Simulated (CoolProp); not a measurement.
A single-stage vapour-compression cycle with n-butane: evaporating at 294.15 K (dew point), condensing at 362.15 K (bubble point), superheat 8 K, subcooling 8 K, compressor efficiency 0.6, no pressure losses. Each further row changes one setting.

Values from CoolProp's reference Helmholtz-energy equation of state, Bücker 2006.

```json
[
 {"case": "as stated", "cooling COP": "1.88", "pressure ratio": "5.71", "discharge temperature (K)": "378.7", "refrigerating effect (kJ/kg)": "223", "volumetric capacity (kJ/m³)": "1180"},
 {"case": "evaporating temperature 299.15 K", "cooling COP": "2.13", "pressure ratio": "4.88", "discharge temperature (K)": "377.4", "refrigerating effect (kJ/kg)": "230", "volumetric capacity (kJ/m³)": "1410"},
 {"case": "condensing temperature 357.15 K", "cooling COP": "2.13", "pressure ratio": "5.14", "discharge temperature (K)": "373.9", "refrigerating effect (kJ/kg)": "237", "volumetric capacity (kJ/m³)": "1250"},
 {"case": "subcooling 13 K", "cooling COP": "2.00", "pressure ratio": "5.71", "discharge temperature (K)": "378.7", "refrigerating effect (kJ/kg)": "237", "volumetric capacity (kJ/m³)": "1250"},
 {"case": "superheat 18 K", "cooling COP": "1.95", "pressure ratio": "5.71", "discharge temperature (K)": "388.8", "refrigerating effect (kJ/kg)": "241", "volumetric capacity (kJ/m³)": "1220"},
 {"case": "compressor efficiency 0.5", "cooling COP": "1.57", "pressure ratio": "5.71", "discharge temperature (K)": "388.7", "refrigerating effect (kJ/kg)": "223", "volumetric capacity (kJ/m³)": "1180"}
]
```
